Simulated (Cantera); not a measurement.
A freely propagating, adiabatic, planar premixed flame of C3H8 : O2 : N2 = 1 : 4.55 : 20.5 (molar parts), equivalence ratio 1.1, unburnt at 325 K and 500000 Pa; mixture-averaged transport, grid criteria slope 0.08 and curve 0.16, no radiation.

Cantera simulation using GRI-Mech 3.0 (53 species, 325 reactions); the numbers are that mechanism's predictions, not measurements. GRI-Mech 3.0 was tuned for natural gas; its chemistry of propane as a main component is partial and can be far from experiment. Burning velocities carry a grid error of a few per cent, more on coarse grids.

Predict: laminar burning velocity; thermal thickness; peak x(CH4); peak x(H2O2); peak x(C2H4).


```json
{
  "laminar_burning_velocity": "23.9 cm/s",
  "thermal_thickness": "0.123 mm",
  "peak x(CH4)": "0.00275",
  "peak x(H2O2)": "6.13e-5",
  "peak x(C2H4)": "0.00775"
}
```
